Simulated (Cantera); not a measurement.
Input: 1 mol CF₄, at 34.0 Pa.

These are equilibrium values from Cantera (NASA tables, ideal gas, pure condensed phases), not measurements of a reactor. Candidate condensed phases: C; 13 gas species. Gases not in the tables: C₂F₆ and larger saturated fluorocarbons. The numbers say what is thermodynamically allowed, not how fast it happens.

log p: log10 of the partial pressure in bar; n: condensed amount in mol.

```tsv
T (K)	log p F	log p CF₂	log p CF	log p C₃	log p C	n C(graphite)
2275	-3.55	-4.29	-5.37	-7.98	-8.26	(withheld)
2375	-3.51	-4.57	-5.18	-7.19	-7.56	(withheld)
2475	-3.50	-4.87	-5.02	-6.47	-6.93	0.724
2575	-3.50	-5.16	-4.89	-5.81	-6.34	0.707
2675	-3.51	-5.46	-4.78	-5.20	-5.80	(withheld)
2775	-3.53	-5.80	-4.73	-4.77	-5.35	0
2875	-3.53	-6.22	-4.81	-4.80	-5.06	0
```

Task: Some entries are withheld; supply them.

Result: 
- 2275, n C(graphite): 0.427
- 2375, n C(graphite): 0.632
- 2675, n C(graphite): 0.497
